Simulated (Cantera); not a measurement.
Input (Python, Cantera):

```python
import numpy as np
import cantera as ct

gas = ct.Solution("gri30.yaml")
gas.TPX = 650, 26000, {'CH4': 1, 'O2': 1.43, 'N2': 5.37}
inlet = ct.Reservoir(gas, clone=True)
gas.equilibrate("HP")  # start burning
reactor = ct.IdealGasConstPressureReactor(gas, energy="on", clone=False)
exhaust = ct.Reservoir(gas, clone=True)
tau = [0.12, 0.048, 0.018, 0.0071, 0.0027, 0.001, 0.0004, 0.00015, 5.9e-05][0]
for a, b in ((inlet, reactor), (reactor, exhaust)):
    ct.MassFlowController(a, b, mdot=lambda t: reactor.mass / tau)
net = ct.ReactorNet([reactor])
show = ['CH4', 'O2', 'CO2', 'CH2O', 'OH']

rows = []
print(f"{'tau/s':>10s}{'T/K':>9s}" + "".join(f"{s:>11s}" for s in show))
for tau in [0.12, 0.048, 0.018, 0.0071, 0.0027, 0.001, 0.0004, 0.00015, 5.9e-05]:
    net.initial_time = 0.0
    net.advance(30 * tau)
    before = gas.X
    net.advance(40 * tau)
    drift = np.max(np.abs(gas.X - before) / (gas.X + 1e-9))
    rows.append([gas.T, *gas[show].X, drift])
    print(f"{tau:10.3e}{gas.T:9.1f}" + "".join(f"{x:11.3e}" for x in gas[show].X))
```

Result:

```
     tau/s      T/K        CH4         O2        CO2       CH2O         OH
 1.200e-01   2185.3  1.392e-05  2.513e-04  4.300e-02  1.037e-06  2.289e-03
 4.800e-02   2171.0  2.432e-05  4.093e-04  4.301e-02  1.982e-06  2.768e-03
 1.800e-02   2153.9  4.810e-05  6.825e-04  4.293e-02  4.116e-06  3.270e-03
 7.100e-03   2137.7  1.014e-04  1.121e-03  4.263e-02  8.777e-06  3.633e-03
 2.700e-03   2120.0  2.426e-04  2.035e-03  4.174e-02  2.075e-05  3.812e-03
 1.000e-03   2091.0  6.539e-04  4.356e-03  3.930e-02  5.362e-05  3.735e-03
 4.000e-04   2024.6  1.914e-03  1.063e-02  3.326e-02  1.424e-04  3.193e-03
 1.500e-04    650.0  1.282e-01  1.833e-01 -1.718e-16 -1.208e-17  2.444e-22
 5.900e-05    650.0  1.282e-01  1.833e-01 -1.305e-19 -8.139e-21  9.186e-23
```

Computed with Cantera and GRI-Mech 3.0 (53 species, 325 reactions).
